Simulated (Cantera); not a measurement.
Input (Python, Cantera) and output of one run.

```python
import numpy as np
import cantera as ct

gas_names = [...]  # 113 gases of nasa_gas.yaml made of C, H, O, Ti
cond_names = """
    C(gr) C6H6(L) C7H8(L) C8H18(L),n-octa H2O(s) H2O(L) Ti(a) Ti(b) Ti(L) TiC(s) TiC(L) TiO(a) TiO(b)
    TiO(L) TiO2(ru) TiO2(L) Ti2O3(a) Ti2O3(b) Ti2O3(L) Ti3O5(a) Ti3O5(b) Ti3O5(L) Ti4O7(s) Ti4O7(L)
""".split()


# ... load() reads the species with a 1 bar reference pressure and builds the phases ...
atoms = {
    'TiO2': {'Ti': 1, 'O': 2},
    'CH4': {'C': 1, 'H': 4},
    'CO': {'C': 1, 'O': 1},
}
top_T = {'C(gr)': 4500}  # K; cautious upper limits of use, not melting points


# ... equilibrate(T, P, feed) seeds the gas with the atoms and calls Mixture.equilibrate('TP', solver="vcs", rtol=1e-11, max_steps=5000) ...
results = []
feed = {'TiO2': 1, 'CH4': 0.42, 'CO': 0.48}  # mol
P = 25  # Pa
for T in [1373, 1448, 1523, 1598, 1673, 1748, 1823, 1898, 1973]:
    mix = equilibrate(T, P, feed)
    results.append((T, P, feed, dict(zip(mix.species_names, mix.species_moles))))

top = {s: max(r[3][s] / sum(r[3][g] for g in gas_names) for r in results) for s in gas_names}
cols = sorted((s for s in top if top[s] > 1e-06), key=lambda s: -top[s])[:5]
seen = [c for c in cond_names if any(r[3].get(c, 0) > 1e-12 for r in results)]
print("log10 of partial pressures in bar; condensed amounts in mol")
print(f"{'T/K':>10s}" + "".join(f"{s[:9]:>10s}" for s in cols + seen))
for T, P, feed, n in results:
    ng = sum(n[g] for g in gas_names)
    print(f"{T:10.4g}" + "".join(f"{np.log10(max(n[s] / ng * P / 1e5, 1e-99)):10.3f}" for s in cols)
          + "".join(f"{n.get(c, 0):10.4g}" for c in seen))
```

Result:

```
log10 of partial pressures in bar; condensed amounts in mol
       T/K        CO        H2         H       H2O       TiO  Ti2O3(b)  Ti3O5(b)
      1373    -3.888    -3.918    -7.437    -7.766   -13.798    0.2605    0.1596
      1448    -3.888    -3.919    -6.995    -7.534   -12.610    0.2609    0.1594
      1523    -3.889    -3.919    -6.596    -7.325   -11.542    0.2614    0.1591
      1598    -3.889    -3.920    -6.234    -7.137   -10.578    0.2621    0.1586
      1673    -3.890    -3.922    -5.905    -6.968    -9.704     0.263     0.158
      1748    -3.891    -3.926    -5.604    -6.816    -8.906    0.2642    0.1572
      1823    -3.893    -3.932    -5.329    -6.682    -8.176    0.2655    0.1563
      1898    -3.896    -3.942    -5.078    -6.565    -7.505     0.267    0.1553
      1973    -3.901    -3.959    -4.850    -6.467    -6.886    0.2676    0.1545
```

These are equilibrium values from Cantera (NASA tables, ideal gas, pure condensed phases), not measurements of a reactor. Mutual solubility and eutectic melting of coexisting phases are not modelled.
